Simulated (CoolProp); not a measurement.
Vapour-liquid equilibrium of R113 (1) + acetone (2) at 271.4 K; x and y are mole fractions of (1).

Computed with CoolProp (multi-fluid Helmholtz-energy mixture model, Marx 1992 and Lemmon 2006; pair parameters Bell 2016).

### Question
Give the bubble pressure and the first vapour's composition at x = 0.35, 0.725, 0.8. Is there an azeotrope?

### Answer
x = 0.35: 0.01454 MPa, y = 0.562; x = 0.725: 0.01554 MPa, y = 0.714; x = 0.8: 0.01544 MPa, y = 0.757. y crosses x between x = 0.65 and 0.725: the model has an azeotrope there.

Pair parameters are fitted to limited data, so mixtures are less certain than the pure fluids.
